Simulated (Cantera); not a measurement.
**Reactions in the system N-O-V**

Cantera with NASA thermochemical tables; ideal gases at 1 bar, condensed phases pure. Values are per mole of reaction as written; species without (g) are pure solids or liquids, kept so even where they would boil at 1 bar. VN: taken at fixed stoichiometry.

2 N₂(g) + 2 V₂O₃ = 3 O₂(g) + 4 VN

```csv
T (K),ΔH° (kJ),ΔS° (J/K),ΔG° (kJ),log10 K
300,1568.9,184.8,1513.5,-263.51
1498,1538.6,142.9,1324.5,-46.18
1598,1535.5,141.0,1310.2,-42.83
1698,1532.2,139.0,1296.3,-39.88
1798,1528.7,137.0,1282.5,-37.26
1898,1524.9,134.9,1268.9,-34.92
1998,1520.9,132.8,1255.5,-32.82
2098,1516.6,130.7,1242.3,-30.93
2198,1512.0,128.6,1229.3,-29.21
2298,1507.2,126.5,1216.6,-27.65
```
